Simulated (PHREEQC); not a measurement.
0.11 g of hydrous ferric oxide (600 m²/g; 0.2 weak and 0.005 strong sites per Fe, Dzombak-Morel constants, diffuse double layer) in 1 kg of water with 0.1 mol/kgw of an inert sodium salt and 4.7e-07 mol/kgw ZnCl2 and 5.5e-06 mol/kgw PbCl2, at 25 °C; the pH is set by adding NaOH or the inert anion's acid. O2 is buffered at 0.21 atm. No CO2 enters from the air. Nothing may precipitate in this run.

Computed with PHREEQC (ion-association model, wateq4f.dat).

Predict Pb sorbed (%), surface charge σ (C/m²), surface potential ψ (mV) at pH = 3, 4, 5.5, 6.5.


```tsv
pH	Pb sorbed (%)	surface charge σ (C/m²)	surface potential ψ (mV)
3	0.5	0.363	153
4	26.0	0.321	147
5.5	97.1	0.161	112
6.5	99.9	0.076	75
```

Complexes and solids missing from the database can't appear. The oxide is taken as insoluble; below pH 4 it would dissolve.
